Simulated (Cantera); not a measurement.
Source: NASA polynomial tables (part measured, part estimated), evaluated in Cantera. Values are per mole of reaction as written; species without (g) are pure solids or liquids, kept so even where they would boil at 1 bar.

PbO(g) + I₂(g) = O(g) + PbI₂(g)

```csv
T (K),ΔH° (kJ),ΔS° (J/K),ΔG° (kJ),log10 K
1173,118.0,28.3,84.8,-3.78
1198,118.1,28.4,84.1,-3.67
1223,(withheld),(withheld),(withheld),(withheld)
1248,118.3,28.5,82.7,-3.46
1273,(withheld),(withheld),(withheld),(withheld)
1298,118.4,28.6,81.3,-3.27
1323,118.5,28.7,80.6,-3.18
1348,(withheld),(withheld),(withheld),(withheld)
1373,118.6,28.8,79.1,-3.01
```

**Question.** What belongs in the gaps?

**Answer.** 
- 1223, ΔH° (kJ): 118.2
- 1223, ΔS° (J/K): 28.4
- 1223, ΔG° (kJ): 83.4
- 1223, log10 K: -3.56
- 1273, ΔH° (kJ): 118.4
- 1273, ΔS° (J/K): 28.6
- 1273, ΔG° (kJ): 82.0
- 1273, log10 K: -3.36
- 1348, ΔH° (kJ): 118.6
- 1348, ΔS° (J/K): 28.7
- 1348, ΔG° (kJ): 79.9
- 1348, log10 K: -3.09
